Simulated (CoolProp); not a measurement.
Values from CoolProp's reference Helmholtz-energy equation of state, McLinden 2015.

Question: For the fluoroketone C6F12O (FK-5-1-12), give the phase and the Z, fugacity coefficient at 206.95 °C and 16.2 MPa; 206.95 °C and 18.7 MPa.

Answer: 
- 206.95 °C and 16.2 MPa: supercritical; Z 1.06, fugacity coefficient 0.325
- 206.95 °C and 18.7 MPa: supercritical; Z 1.20, fugacity coefficient 0.331
